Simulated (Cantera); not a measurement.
Input: 1 mol C2H4, 0.03 mol H2O, 0.24 mol NH3, at 1550 K and 4.90 bar.

Cantera equilibrium calculation (NASA polynomials, part measured and part estimated; ideal gas, pure solids and liquids). Candidate condensed phases: C, C6H6, C7H8, C8H18, H2O; 136 gas species. Kinetics and transport are ignored.

Base state: H2 0.932, N2 0.0475, CO 0.0118, CH4 0.00864, HCN 0.000313, H2O 6.55e-5, NH3 5.14e-5, C2H2 (acetylene) 1.49e-5 (mole fractions); condensed: C(graphite).

Problem. What changes in the equilibrium state with this change: H2O from 0.03 to 0.044 mol?

Solution. 
```json
[
 {"species": "H2", "before": "0.932", "after": "0.927"},
 {"species": "N2", "before": "0.0475", "after": "0.0470"},
 {"species": "CO", "before": "0.0118", "after": "0.0172"},
 {"species": "H2O", "before": "6.55e-5", "after": "9.46e-5"},
 {"species": "NH3", "before": "5.14e-5", "after": "5.07e-5"},
 {"species": "C2H4", "before": "1.20e-5", "after": "1.19e-5"},
 {"species": "C(graphite), mol", "before": "1.95", "after": "1.93"}
]
```
